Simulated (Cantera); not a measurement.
A freely propagating, adiabatic, planar premixed flame of H2 : O2 : N2 = 1 : 0.294 : 1 (molar parts), equivalence ratio 1.7, unburnt at 573 K and 100000 Pa; mixture-averaged transport, grid criteria slope 0.08 and curve 0.16, no radiation.

Computed with Cantera and the H2/O2 subset of GRI-Mech 3.0, which has no nitrogen chemistry. Burning velocities carry a grid error of a few per cent, more on coarse grids.

**Question.** Predict: laminar burning velocity; thermal thickness; peak x(H); peak x(H2O2); peak x(OH).

**Answer.** 
```
Item                        Result
------------------------  --------
laminar burning velocity  902 cm/s
thermal thickness         0.435 mm
peak x(H)                    0.101
peak x(H2O2)               1.30e-5
peak x(OH)                 0.00976
```
